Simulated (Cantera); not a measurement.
Cantera run:

```python
import numpy as np
import cantera as ct

gas_names = [...]  # 71 gases of nasa_gas.yaml made of F, H, O, S
cond_names = """
    H2O(s) H2O(L) H2SO4(L) S(cr1) S(cr2) S(L)
""".split()


# ... load() reads the species with a 1 bar reference pressure and builds the phases ...
atoms = {
    'SF6': {'S': 1, 'F': 6},
    'H2': {'H': 2},
    'O2': {'O': 2},
}
top_T = {}  # K; cautious upper limits of use, not melting points


# ... equilibrate(T, P, feed) seeds the gas with the atoms and calls Mixture.equilibrate('TP', solver="vcs", rtol=1e-11, max_steps=5000) ...
results = []
feed = {'SF6': 1, 'H2': 0.27, 'O2': 0.078}  # mol
P = 13332.2  # Pa
for T in [3000, 3250, 3500, 3750, 4000, 4250, 4500, 4750, 5000]:
    mix = equilibrate(T, P, feed)
    results.append((T, P, feed, dict(zip(mix.species_names, mix.species_moles))))

top = {s: max(r[3][s] / sum(r[3][g] for g in gas_names) for r in results) for s in gas_names}
cols = sorted((s for s in top if top[s] > 1e-05), key=lambda s: -top[s])[:9]
seen = [c for c in cond_names if any(r[3].get(c, 0) > 1e-12 for r in results)]
print("log10 of partial pressures in bar; condensed amounts in mol")
print(f"{'T/K':>10s}" + "".join(f"{s[:9]:>10s}" for s in cols + seen))
for T, P, feed, n in results:
    ng = sum(n[g] for g in gas_names)
    print(f"{T:10.4g}" + "".join(f"{np.log10(max(n[s] / ng * P / 1e5, 1e-99)):10.3f}" for s in cols)
          + "".join(f"{n.get(c, 0):10.4g}" for c in seen))
```

It prints:

```
log10 of partial pressures in bar; condensed amounts in mol
       T/K         F         S        HF         H         O        SO        S2        SF       SO2
      3000    -0.979    -1.951    -1.977    -4.809    -3.486    -2.607    -2.708    -2.761    -3.942
      3250    -0.984    -1.833    -1.990    -4.020    -3.008    -2.727    -3.059    -3.127    -4.333
      3500    -0.988    -1.776    -2.013    -3.353    -2.725    -3.003    -3.448    -3.486    -4.967
      3750    -0.989    -1.753    -2.073    -2.816    -2.609    -3.398    -3.840    -3.823    -5.803
      4000    -0.988    -1.750    -2.214    -2.436    -2.574    -3.827    -4.216    -4.133    -6.685
      4250    -0.986    -1.754    -2.454    -2.217    -2.567    -4.237    -4.563    -4.413    -7.520
      4500    -0.985    -1.758    -2.758    -2.113    -2.567    -4.609    -4.872    -4.664    -8.275
      4750    -0.984    -1.760    -3.080    -2.067    -2.568    -4.941    -5.147    -4.889    -8.952
      5000    -0.984    -1.761    -3.391    -2.047    -2.568    -5.239    -5.393    -5.091    -9.560
```

These are equilibrium values from Cantera (NASA tables, ideal gas, pure condensed phases), not measurements of a reactor.
